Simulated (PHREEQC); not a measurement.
PHREEQC input (ion-association model, wateq4f.dat):

```
SOLUTION_MASTER_SPECIES
  An  An-  0  An  62.0  # stands for a non-complexing anion
SOLUTION_SPECIES
  An- = An-
    -log_k 0
    -gamma 3.0 0
PHASES
  Fix_H+
    H+ = H+
    -log_k 0
SOLUTION 1
  temp 25
  units mmol/kgw
  pH 7 charge
  S(6) 9.7e-05
  Na 5.00019
  Cl 0.00096
  Cu(2) 0.00048
  An 5
END
SELECTED_OUTPUT 1
  -reset false
  -pH true
  -pe true
  -ionic_strength true
  -water true
  -totals Cl Cu Na S Cu(1) Cu(2) S(-2) S(6)
  -molalities Hfo_wOH Hfo_wOH2+ Hfo_wO- Hfo_sOH Hfo_sOH2+ Hfo_sO- Hfo_wSO4- Hfo_wOHSO4-2 Hfo_sOCu+ Hfo_wOCu+
  -saturation_indices Cu(OH)2 Brochantite Antlerite Atacamite Halite Mirabilite Chalcanthite
USER_PUNCH 1
  -headings sigma psi
  10 PUNCH EDL("sigma", "Hfo"), EDL("psi", "Hfo")
PRINT
  -reset false
USE solution 1
SURFACE 1
  Hfo_wOH 4.94382e-05 600 0.022
  Hfo_sOH 1.23596e-06
EQUILIBRIUM_PHASES 1
  Fix_H+ -4 HAn 10
    -force_equality true
  O2(g) -0.68 10
END
# ... the last block is repeated for the other 12 points of pH, with NaOH or the acid as the point needs
```

Selected output (columns that matter, 13 of 13 rows; pH added in front):

```
pH	mu	Cu	Na	S	m_Hfo_wOH	si_Cu(OH)2	si_Brochantite	si_Antlerite	si_Atacamite	si_Halite	si_Mirabilite	si_Chalcanthite	sigma	psi
4	0.0051212	4.7893e-07	0.0050002	1.7084e-10	2.3909e-05	-7.0879	-27.041	-21.543	-14.287	-9.9674	-13.464	-13.718	0.18152	0.19357
4.5	0.0050444	4.7215e-07	0.0050002	5.7488e-10	2.9629e-05	-6.0933	-23.532	-19.029	-12.798	-9.9669	-12.934	-13.193	0.13033	0.17696
5	0.0050183	4.2801e-07	0.0050002	2.3695e-09	3.3535e-05	-5.1359	-20.087	-16.541	-11.383	-9.9668	-12.318	-12.62	0.089762	0.15799
5.5	0.0050084	2.6075e-07	0.0050002	1.0832e-08	3.5875e-05	-4.3524	-17.292	-14.53	-10.316	-9.9667	-11.657	-12.176	0.05948	0.13704
6	0.0050041	7.0122e-08	0.0050002	4.1336e-08	3.709e-05	-3.9311	-16.026	-13.684	-9.9732	-9.9667	-11.075	-12.172	0.03784	0.11418
6.5	0.0050022	1.1378e-08	0.0050002	8.1241e-08	3.7625e-05	-3.7831	-16.14	-13.947	-10.177	-9.9667	-10.782	-12.731	0.022873	0.08933
7	0.0050013	2.9184e-09	0.0050002	9.4678e-08	3.7812e-05	-3.7231	-16.834	-14.7	-10.557	-9.9667	-10.715	-13.604	0.012869	0.062828
7.5	0.0050012	2.0178e-09	0.0050006	9.6723e-08	3.7863e-05	-3.6883	-17.685	-15.587	-10.988	-9.9666	-10.706	-14.56	0.0061554	0.035282
8	0.0050022	2.003e-09	0.0050021	9.6969e-08	3.7864e-05	-3.6628	-18.582	-16.509	-11.437	-9.9665	-10.705	-15.534	0.0011678	0.007208
8.5	0.0050049	2.0966e-09	0.005005	9.6997e-08	3.7838e-05	-3.639	-19.486	-17.438	-11.889	-9.9663	-10.704	-16.51	-0.0034821	-0.02097
9	0.0050127	2.2396e-09	0.0050132	9.7e-08	3.7771e-05	-3.6096	-20.369	-18.349	-12.33	-9.9656	-10.703	-17.481	-0.0091406	-0.048847
9.5	0.0050366	2.4719e-09	0.0050377	9.7e-08	3.7607e-05	-3.5666	-21.198	-19.221	-12.744	-9.9636	-10.699	-18.438	-0.017314	-0.075977
10	0.0051115	2.8855e-09	0.0051134	9.7e-08	3.7208e-05	-3.4996	-21.93	-20.021	-13.11	-9.9576	-10.687	-19.372	-0.029854	-0.10183
```

The database's constant for dissolved Cu(OH)2 is higher than later reviews accept.
